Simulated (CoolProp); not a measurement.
n-nonane along the isobar 823 kPa: density (kg/m³) from the reference equation and from simpler models built on Tc = 321.4 °C, pc = 2282 kPa, ω = 0.443; each cubic takes its own stable root.

Values from CoolProp's reference Helmholtz-energy equation of state, Lemmon 2006. It is a short technical equation, of lower accuracy than the large ones.

```tsv
T (°C)	phase	reference
55.45	liquid	690.7
61.65	liquid	685.7
67.95	liquid	680.7
74.15	liquid	675.7
80.45	liquid	670.6
86.75	liquid	665.5
92.95	liquid	660.4
99.25	liquid	655.2
105.45	liquid	650.0
111.75	liquid	644.7
117.95	liquid	639.4
124.25	liquid	634.0
130.55	liquid	628.5
136.75	liquid	623.1
```

Q: How far does each simpler model (Redlich-Kwong, Soave-Redlich-Kwong, Peng-Robinson) lie from the reference over these 14 states: mean and median of the absolute difference, and the worst?

A: 
- Redlich-Kwong: mean 19.4 %, median 19.4 %, worst -20.0 % at 136.75 °C and 823 kPa
- Soave-Redlich-Kwong: mean 14.8 %, median 14.7 %, worst -15.3 % at 55.45 °C and 823 kPa
- Peng-Robinson: mean 3.9 %, median 3.8 %, worst -4.7 % at 55.45 °C and 823 kPa
